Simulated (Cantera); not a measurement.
Input: 1 mol CuO, 9.4 mol F2, 0.19 mol O2, equilibrated at 850 K and 428 Torr.

Method: chemical equilibrium by Gibbs-energy minimisation in Cantera with the NASA 1993 tables (ideal gas, pure condensed phases). Candidate condensed phases: Cu, CuF2, CuO, Cu2O; 13 gas species. Rates play no part.

Base state: F2 0.903, O2 0.0751, F 0.0216, FO2 3.16e-5 (mole fractions); condensed: CuF2(s).

Problem. What changes in the equilibrium state with this change: temperature from 850 K to 1748.15 K?

Solution. 
```csv
species,before,after
F,0.0216,0.899
CuF2,9.31e-8,0.0546
O2,0.0751,0.0376
F2,0.903,0.00921
CuF,<1e-9,2.73e-5
O,<1e-9,1.89e-5
FO,2.57e-7,5.21e-5
FO2,3.16e-5,4.32e-6
"CuF2(s), mol",1.000,0
```
